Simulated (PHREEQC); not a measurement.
PHREEQC input (ion-association model, phreeqc.dat):

```
SOLUTION_MASTER_SPECIES
  Amm  AmmH+  0  AmmH  17.031  # ammonia with no redox link, constants of NH4+
SOLUTION_SPECIES
  AmmH+ = AmmH+
    -log_k 0
    -gamma 2.5 0
    -dw 1.98e-9
  AmmH+ = Amm + H+
    -log_k -9.252
    -delta_h 12.48 kcal
    -analytic 0.6322 -0.001225 -2835.76
    -dw 2.28e-9
  AmmH+ + SO4-2 = AmmHSO4-
    -log_k 1.11
PHASES
  Amm(g)
    Amm = Amm
    -log_k 1.7966
    -analytic -18.758 3.3670e-4 2.5113e3 4.8619 39.192
    -T_c 405.6
    -P_c 111.3
    -Omega 0.25
EXCHANGE_SPECIES
  AmmH+ + X- = AmmHX
    -log_k 0.6
    -gamma 2.5 0
    -delta_h -2.4
SOLUTION 0
  temp 25
  units mmol/kgw
  pH 7 charge
  Br 1.6
  K 1.6
  S(6) 2.6
  Amm 5.2
  Cl 0.01
  O(0) 1 O2(g) -0.68
SOLUTION 1-40
  temp 25
  units mmol/kgw
  pH 7 charge
  Cl 113.01
  Amm 24
  Na 89
  O(0) 1 O2(g) -0.68
END
EXCHANGE 1-40
  X 0.0063
  -equilibrate 1
END
SELECTED_OUTPUT 1
  -reset false
  -pH true
  -pe true
  -ionic_strength true
  -water true
  -step true
  -totals Amm Br Cl K Na S S(-2) S(6)
  -molalities NaX AmmHX KX
  -saturation_indices Halite Sylvite
PRINT
  -reset false
TRANSPORT
  -cells 40
  -shifts 160
  -lengths 0.025
  -time_step 300
  -dispersivities 0.05
  -boundary_conditions flux flux
  -correct_disp true
  -punch_cells 40
  -punch_frequency 5
END
# ... the last block is repeated for the other 32 points of pore volumes
```

Selected output (columns that matter, 12 of 33 rows; pore volumes added in front):

```
pore volumes	pH	mu	Amm	Br	Cl	K	Na	S	m_NaX	m_KX	si_Halite	si_Sylvite
0	5.0415	0.11301	0.024	0	0.11301	0	0.089	0	0.0030383	0	-3.7969	-1000
0.3875	5.0416	0.11288	0.023975	1.9142e-06	0.11287	2.2656e-07	0.088898	3.1106e-06	0.0030382	3.8806e-08	-3.7978	-8.7346
0.7625	5.0514	0.088407	0.019201	0.00037649	0.08642	8.6307e-05	0.068723	0.0006118	0.002976	1.8725e-05	-4.0083	-6.2501
1.1375	5.0761	0.038465	0.0093024	0.0011448	0.032159	0.00022915	0.027482	0.0018603	0.0026461	0.00011041	-4.7819	-6.1965
1.5125	5.0901	0.016109	0.004986	0.0014919	0.0076458	0.00029794	0.0086924	0.0024243	0.0018364	0.00031462	-5.8604	-6.6588
1.8875	5.0916	0.010493	0.004756	0.0015793	0.0014685	0.00054838	0.0028664	0.0025664	0.00074298	0.00071014	-7.0407	-7.0919
2.1375	5.0907	0.0095695	0.0051247	0.0015936	0.00046283	0.00082042	0.0012805	0.0025896	0.00031609	0.0010117	-7.8886	-7.4148
2.5125	5.09	0.0092176	0.0053552	0.001599	8.3935e-05	0.0011755	0.00033881	0.0025983	7.8313e-05	0.0013573	-9.2061	-7.9986
2.8875	5.0901	0.00916	0.0053397	0.0015998	2.1565e-05	0.0013884	8.2781e-05	0.0025997	1.8624e-05	0.0015603	-10.408	-8.5163
3.2625	5.0902	0.0091517	0.0052837	0.0016	1.1763e-05	0.0014985	1.9444e-05	0.0026	4.3333e-06	0.0016682	-11.3	-8.7463
3.6375	5.0903	0.009151	0.0052433	0.0016	1.0265e-05	0.0015525	4.4666e-06	0.0026	9.9206e-07	0.0017225	-11.998	-8.7901
4.0125	5.0904	0.0091512	0.0052209	0.0016	1.0039e-05	0.0015782	1.0119e-06	0.0026	2.2446e-07	0.0017487	-12.653	-8.7927
```

Species that the database lacks are ignored.
